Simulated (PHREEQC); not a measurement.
Polishing slurry liquid

Dissolve 41 mmol/kgw H2SO4, 48 mmol/kgw Al(NO3)3 and 0.44 mmol/kgw CuSO4 at 25 °C. Closed to the air; pH follows from the charge balance.

Model: ion-association model, phreeqc.dat, run in PHREEQC.

```
Item                     Result
----------------  -------------
pH                         1.26
ionic strength    0.251 mol/kgw
density             1.007 g/cm³
total alkalinity   -82.0 meq/kg
```

```csv
species,molality,activity,log γ
NO3-,0.144,0.0971,-0.171
H+,0.0701,0.0553,-0.103
Al+3,0.0253,0.00300,-0.927
AlSO4+,0.0213,0.0152,-0.147
HSO4-,0.0117,0.00862,-0.132
SO4-2,0.00598,0.00161,-0.571
Al(SO4)2-,0.00108,0.000772,-0.147
Cu+2,0.000402,0.000123,-0.514
AlHSO4+2,0.000251,7.45e-5,-0.527
CuSO4,3.80e-5,4.03e-5,0.025
AlOH+2,1.86e-6,5.36e-7,-0.541
```

Precipitation was switched off in this run. Species that the database lacks are ignored.
